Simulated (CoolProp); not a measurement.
Vapour-liquid equilibrium of propane (1) + cyclopropane (2) at 320.6 K; x and y are mole fractions of (1).

Model: multi-fluid Helmholtz-energy mixture model, Lemmon 2009 and Polt 1992; pair parameters Bell 2016, in CoolProp. This equation is an older, rougher fit; its heat capacities, sound speeds and derivatives of the liquid may be far off and weren't checked against measurements.

```csv
x,bubble pressure (MPa),y at the bubble point,dew pressure at overall composition x (MPa),liquid density (mol/L)
0.05,1.303,0.068,1.295,13.61
0.125,1.350,0.163,1.331,13.28
0.2,1.393,0.250,1.368,12.96
0.275,1.432,0.331,1.405,12.65
0.35,1.468,0.407,1.441,12.36
0.425,1.500,0.478,1.477,12.07
0.5,1.529,0.547,1.510,11.80
0.575,1.555,0.614,1.540,11.54
0.65,1.576,0.679,1.567,11.29
0.725,1.594,0.745,1.589,11.05
0.8,1.607,0.811,1.605,10.83
0.875,1.616,0.879,1.616,10.61
0.95,1.621,0.950,1.621,10.42
```

No azeotrope shows between x = 0.05 and 0.95.

The pair parameters rest on a limited set of measurements; away from them the model extrapolates.
